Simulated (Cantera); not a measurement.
Adiabatic ignition

An adiabatic, constant-pressure homogeneous reactor starts with 17.4 % H2, 17.4 % O2, 65.3 % N2, equivalence ratio 0.50, at 1500 K and 1.00 bar.

Detailed kinetics in Cantera: the H2/O2 subset of GRI-Mech 3.0, which has no nitrogen chemistry.

| t (s) | T (K) | x H2 | x O2 | x HO2 | x H | x H2O | x H2O2 |
|---|---|---|---|---|---|---|---|
| 7.00e-6 | 1500 | 0.173 | 0.173 | 6.23e-6 | 0.000153 | 0.000197 | 6.59e-8 |
| 2.28e-5 | 1856 | 0.0205 | 0.0887 | 2.77e-5 | 0.0431 | 0.126 | 9.08e-7 |
| 7.40e-5 | 2289 | 0.0129 | 0.0869 | 1.08e-5 | 0.0132 | 0.152 | 2.72e-7 |
| 0.000240 | 2526 | 0.00546 | 0.0889 | 1.03e-5 | 0.00294 | 0.171 | 3.37e-7 |
| 0.000782 | 2554 | 0.00448 | 0.0894 | 1.14e-5 | 0.00214 | 0.173 | 4.09e-7 |
| 0.00254 | 2554 | 0.00448 | 0.0894 | 1.14e-5 | 0.00214 | 0.173 | 4.09e-7 |
| 0.00826 | 2554 | 0.00448 | 0.0894 | 1.14e-5 | 0.00214 | 0.173 | 4.09e-7 |
| 0.0269 | 2554 | 0.00448 | 0.0894 | 1.14e-5 | 0.00214 | 0.173 | 4.09e-7 |
| 0.0873 | 2554 | 0.00448 | 0.0894 | 1.14e-5 | 0.00214 | 0.173 | 4.09e-7 |
| 0.284 | 2554 | 0.00448 | 0.0894 | 1.14e-5 | 0.00214 | 0.173 | 4.09e-7 |
| 0.923 | 2554 | 0.00448 | 0.0894 | 1.14e-5 | 0.00214 | 0.173 | 4.09e-7 |
| 3.00 | 2554 | 0.00448 | 0.0894 | 1.14e-5 | 0.00214 | 0.173 | 4.09e-7 |
x: mole fraction; the columns are a selection and need not sum to one.

```
Property                                                            Result
---------------------------------  ---------------------------------------
time of steepest temperature rise                                  14.2 µs
temperature at 3.00 s                                               2554 K
equilibrium temperature                                             2554 K
x(H2) at 3.00 s                    0.00448 (gas-phase equilibrium 0.00448)
x(O2) at 3.00 s                      0.0894 (gas-phase equilibrium 0.0894)
x(HO2) at 3.00 s                   1.14e-5 (gas-phase equilibrium 1.14e-5)
```
